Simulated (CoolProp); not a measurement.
Vapour-liquid equilibrium of CHF3 (R23) (1) + CH2F2 (R32) (2) at 0.00385 MPa; x and y are mole fractions of (1).

Values from CoolProp's multi-fluid Helmholtz-energy mixture model, Penoncello 2003 and Tillner-Roth 1997; pair parameters Bell 2016.

```
x     bubble temperature, mixture model (K)  bubble temperature, Raoult's law (K)  y, mixture model  y, Raoult's law
----  -------------------------------------  ------------------------------------  ----------------  ---------------
0.05                                  169.5                                 169.7               [?]            0.317
0.15                                  164.2                                 164.5             0.642            0.631
0.25                                    [?]                                 160.9               [?]            0.777
0.35                                    [?]                                 158.2             0.860            0.856
0.45                                    [?]                                 156.0               [?]            0.904
0.55                                  154.0                                 154.3             0.936            0.936
0.65                                    [?]                                 152.8             0.958            0.958
0.75                                  151.4                                 151.5             0.973            0.975
0.85                                  150.3                                 150.4               [?]            0.987
0.95                                  149.4                                 149.4             0.996            0.996
```

Problem. Fill in the missing entries.

Solution. 
- 0.05, y, mixture model: 0.326
- 0.25, bubble temperature, mixture model (K): 160.5
- 0.25, y, mixture model: 0.784
- 0.35, bubble temperature, mixture model (K): 157.8
- 0.45, bubble temperature, mixture model (K): 155.7
- 0.45, y, mixture model: 0.906
- 0.65, bubble temperature, mixture model (K): 152.6
- 0.85, y, mixture model: 0.986

The largest gap from Raoult's law is -0.4 K in bubble temperature, at x = 0.25. No azeotrope shows between x = 0.05 and 0.95.

Pair parameters are fitted to limited data, so mixtures are less certain than the pure fluids.
